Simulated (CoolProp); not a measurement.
Vapour-liquid equilibrium of n-pentane (1) + cyclohexane (2) at 32.85 °C; x and y are mole fractions of (1).

Computed with CoolProp (multi-fluid Helmholtz-energy mixture model, Thol 2019 and Zhou 2014; pair parameters Bell 2016).

```
x     bubble pressure, mixture model (kPa)  bubble pressure, Raoult's law (kPa)  y, mixture model  y, Raoult's law
----  ------------------------------------  -----------------------------------  ----------------  ---------------
0.05                            (withheld)                                21.97             0.232            0.206
0.15                            (withheld)                                29.20             0.491            0.466
0.25                                 38.76                                36.44             0.635            0.622
0.35                            (withheld)                                43.67             0.730            0.727
0.45                                 53.09                                50.90        (withheld)            0.802
0.55                            (withheld)                                58.14             0.850            0.858
0.65                            (withheld)                                65.37             0.892            0.902
0.75                                 73.44                                72.61             0.928            0.937
0.85                            (withheld)                                79.84        (withheld)            0.966
0.95                                 87.17                                87.08             0.987            0.989
```

Task: What belongs in the gaps?

Result: 
- 0.05, bubble pressure, mixture model (kPa): 22.76
- 0.15, bubble pressure, mixture model (kPa): 31.04
- 0.35, bubble pressure, mixture model (kPa): 46.06
- 0.45, y, mixture model: 0.797
- 0.55, bubble pressure, mixture model (kPa): 59.93
- 0.65, bubble pressure, mixture model (kPa): 66.69
- 0.85, bubble pressure, mixture model (kPa): 80.25
- 0.85, y, mixture model: 0.959

The largest gap from Raoult's law is +6.4 % in bubble pressure, at x = 0.25. No azeotrope shows between x = 0.05 and 0.95.

Pair parameters are fitted to limited data, so mixtures are less certain than the pure fluids.
